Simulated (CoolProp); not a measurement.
n-nonane along the isobar 3.26 MPa: Z from the reference equation and from simpler models built on Tc = 594.5 K, pc = 2.282 MPa, ω = 0.443; each cubic takes its own stable root.

Computed with CoolProp (reference Helmholtz-energy equation of state, Lemmon 2006). It is a short technical equation, of lower accuracy than the large ones.

```tsv
T (K)	phase	reference
232.6	liquid	0.2816
246.8	liquid	0.2693
261.1	liquid	0.2584
275.3	liquid	0.2487
289.5	liquid	0.2401
303.7	liquid	0.2324
318	liquid	0.2255
332.2	liquid	0.2193
346.4	liquid	0.2137
```

**Question.** How far does each simpler model (Soave-Redlich-Kwong, Peng-Robinson) lie from the reference over these 9 states: mean and median of the absolute difference, and the worst?

**Answer.** 
- Soave-Redlich-Kwong: mean 19.4 %, median 19.2 %, worst +22.0 % at 232.6 K and 3.26 MPa
- Peng-Robinson: mean 6.4 %, median 6.3 %, worst +8.9 % at 232.6 K and 3.26 MPa
